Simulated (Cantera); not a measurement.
Input: 1 mol MgO, 6.3 mol NF₃, 13 mol H₂, at 1748.15 K and 6.20 Pa.

Equilibrium computed with Cantera from the NASA thermochemical tables; the gas is ideal and each condensed phase is pure. Candidate condensed phases: H₂O, Mg, MgF₂, MgO, Mg(OH)₂; 50 gas species. Kinetics and transport are ignored.

Base state: HF 0.667, H₂ 0.124, N₂ 0.121, H₂O 0.0383, MgF₂ 0.0291, H 0.0102, Mg 0.00666, MgF 0.00275 (mole fractions); condensed: gas only.

Task: What changes in the equilibrium state with this change: temperature from 1748.15 K to 1375 K?

Result: 
```json
[
 {"species": "HF", "before": "0.667", "after": "0.716"},
 {"species": "H₂", "before": "0.124", "after": "0.139"},
 {"species": "N₂", "before": "0.121", "after": "0.123"},
 {"species": "H₂O", "before": "0.0383", "after": "0.0111"},
 {"species": "MgF₂", "before": "0.0291", "after": "0.0110"},
 {"species": "H", "before": "0.0102", "after": "0.000162"},
 {"species": "O", "before": "1.20e-5", "after": "<1e-9"},
 {"species": "Mg", "before": "0.00666", "after": "5.89e-6"},
 {"species": "OH", "before": "0.000185", "after": "2.33e-7"},
 {"species": "MgO(s), mol", "before": "0", "after": "0.716"}
]
```

Task: What changes in the equilibrium state with this change: temperature from 1748.15 K to 1373 K?

Result: 
```csv
species,before,after
HF,0.667,0.716
H₂,0.124,0.139
N₂,0.121,0.123
H₂O,0.0383,0.0110
MgF₂,0.0291,0.0109
H,0.0102,0.000157
O,1.20e-5,<1e-9
Mg,0.00666,5.59e-6
OH,0.000185,2.22e-7
MgF,0.00275,1.87e-5
"MgO(s), mol",0,0.719
```
